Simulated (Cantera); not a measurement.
Mixture: CH₄ : O₂ : N₂ = 1 : 1.05 : 5.05 (molar parts), at 1000000 Pa, adiabatic and at constant pressure. Ignition delay is the time to a rise of 400 K.

Detailed kinetics in Cantera: GRI-Mech 3.0 (53 species, 325 reactions).

What does this change do: N2 5.05 to 2.7 parts?


| quantity | before | after |
|---|---|---|
| delay at 1175 K | 11.4 ms | 6.81 ms |
| delay at 1225 K | 6.17 ms | 3.64 ms |
| delay at 1275 K | 3.44 ms | 2.00 ms |
| delay at 1325 K | 1.97 ms | 1.13 ms |
| delay at 1375 K | 1.15 ms | 0.656 ms |
| delay at 1425 K | 0.680 ms | 0.388 ms |
| apparent activation energy between 1325 and 1425 K | 170 kJ/mol | 170 kJ/mol |

What does this change do: pressure from 1000000 Pa to 3000000 Pa?


| quantity | before | after |
|---|---|---|
| delay at 1175 K | 11.4 ms | 3.04 ms |
| delay at 1225 K | 6.17 ms | 1.70 ms |
| delay at 1275 K | 3.44 ms | 0.990 ms |
| delay at 1325 K | 1.97 ms | 0.592 ms |
| delay at 1375 K | 1.15 ms | 0.362 ms |
| delay at 1425 K | 0.680 ms | 0.226 ms |
| apparent activation energy between 1325 and 1425 K | 170 kJ/mol | 150 kJ/mol |
The pressure lies above the range GRI-Mech 3.0 was tuned for (to about 10 atm).

What does this change do: pressure from 1000000 Pa to 101000 Pa?


```
quantity                                                before       after
--------------------------------------------------  ----------  ----------
delay at 1175 K                                        11.4 ms     0.117 s
delay at 1225 K                                        6.17 ms     57.2 ms
delay at 1275 K                                        3.44 ms     28.9 ms
delay at 1325 K                                        1.97 ms     15.1 ms
delay at 1375 K                                        1.15 ms     8.05 ms
delay at 1425 K                                       0.680 ms     4.42 ms
apparent activation energy between 1325 and 1425 K  170 kJ/mol  190 kJ/mol
```
